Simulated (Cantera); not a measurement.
Standard-state values (1 bar) from the NASA 1993 polynomials, evaluated with Cantera. Values are per mole of reaction as written; species without (g) are pure solids or liquids, kept so even where they would boil at 1 bar.

N2O(g) + Cu2O ⇌ 2 Cu + 2 NO(g), with ΔH° = 271.7 kJ and ΔS° = 175.5 J/K at 300 K.

**Question.** How far is the shortcut ΔG° ≈ ΔH°(300 K) − T·ΔS°(300 K) from the full temperature-dependent value at 1850, 1925, 2000, 2075, 2150, 2225, 2300, 2375 K?

**Answer.** 
```csv
T (K),shortcut (kJ),full (kJ),difference (kJ),difference in log10 K,condensed phases
1850,-52.9,-39.1,-13.8,0.39,"Cu2O(l), Cu(l)"
1925,-66.1,-49.4,-16.7,0.45,"Cu2O(l), Cu(l)"
2000,-79.2,-59.6,-19.6,0.51,"Cu2O(l), Cu(l)"
2075,-92.4,-69.8,-22.6,0.57,"Cu2O(l), Cu(l)"
2150,-105.6,-79.8,-25.7,0.63,"Cu2O(l), Cu(l)"
2225,-118.7,-89.9,-28.9,0.68,"Cu2O(l), Cu(l)"
2300,-131.9,-99.8,-32.1,0.73,"Cu2O(l), Cu(l)"
2375,-145.0,-109.7,-35.3,0.78,"Cu2O(l), Cu(l)"
```
The shortcut ignores heat capacities and the phase changes listed.
